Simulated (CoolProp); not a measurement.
The numbers come from the reference Helmholtz-energy equation of state, de Reuck 1990 in CoolProp.

### Question
For fluorine, give the phase and the Joule-Thomson coefficient (K/MPa) at -140.15 °C and 0.101 MPa; -44.85 °C and 0.101 MPa.

### Answer
- -140.15 °C and 0.101 MPa: gas; Joule-Thomson coefficient 9.61
- -44.85 °C and 0.101 MPa: gas; Joule-Thomson coefficient 3.17
